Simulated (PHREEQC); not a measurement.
Consider water at 25 °C with 0.013 mol/kgw NH3, 0.14 mol/kgw K2SO4 and 0.0011 mol/kgw KH2PO4. Closed to the air; pH follows from the charge balance.

The numbers come from PHREEQC with the ion-association model, wateq4f.dat.

Precipitation was switched off in this run.

Order these N species by the share of N that they hold, largest first: NH3, NH4+, NH4SO4-.

NH3 (88 %), NH4+ (8.8 %), NH4SO4- (2.8 %)

Order these S species by the share of S that they hold, largest first: NH4SO4-, SO4-2, KSO4-.

SO4-2 (72 %), KSO4- (28 %), NH4SO4- (0.26 %)

The pH is 10.38 and the ionic strength 0.346 mol/kgw. Complexes and solids missing from the database can't appear. H3PO4, which wateq4f.dat lacks, is added to it with the constant of phreeqc.dat.
